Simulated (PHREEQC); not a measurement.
## Copper plating or etch bath

A solution holds 0.0038 mol CuCl2 and 0.0036 mol HNO3 per kg of water, at 20 °C. Closed to the air; pH follows from the charge balance.

Equilibrium calculation in PHREEQC: ion-association model, phreeqc.dat.

Precipitation was switched off in this run.

Problem. Predict the pH, specific conductance.

Solution. pH 2.49; specific conductance 2020 µS/cm.
